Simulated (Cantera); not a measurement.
A freely propagating, adiabatic, planar premixed flame of CH₄ : C₂H₆ : O₂ : N₂ = 1 : 0.58 : 5.6 : 18.5 (molar parts), unburnt at 700 K and 44000 Pa; mixture-averaged transport, grid criteria slope 0.08 and curve 0.16, no radiation.

Model: GRI-Mech 3.0 (53 species, 325 reactions), integrated in Cantera. Burning velocities carry a grid error of a few per cent, more on coarse grids.

Task: How do the results move with these cheaper or finer settings: unity-Lewis-number transport; multicomponent transport; multicomponent+Soret transport; grid criteria slope 0.5, curve 1; grid criteria slope 0.25, curve 0.5; grid criteria slope 0.03, curve 0.06?

Result: 
```
setting                               laminar burning velocity  thermal thickness  peak x(CH₂CO)  grid points  grid points
------------------------------------  ------------------------  -----------------  -------------  -----------  -----------
as above                                              198 cm/s           0.606 mm       0.000466          156          156
unity-Lewis-number transport                          149 cm/s           0.663 mm       0.000350          143          143
multicomponent transport                              198 cm/s           0.613 mm       0.000470          156          156
multicomponent+Soret transport                        196 cm/s           0.613 mm       0.000472          156          156
grid criteria slope 0.5, curve 1                      219 cm/s           0.696 mm       0.000464           45           45
grid criteria slope 0.25, curve 0.5                   209 cm/s           0.640 mm       0.000467           57           57
grid criteria slope 0.03, curve 0.06                  195 cm/s           0.598 mm       0.000467          358          358
```
The base run took about 7 core-seconds (a rough figure).
Unity Lewis numbers drop preferential diffusion, which matters most where H2 and H carry the flame; Soret adds thermal diffusion.
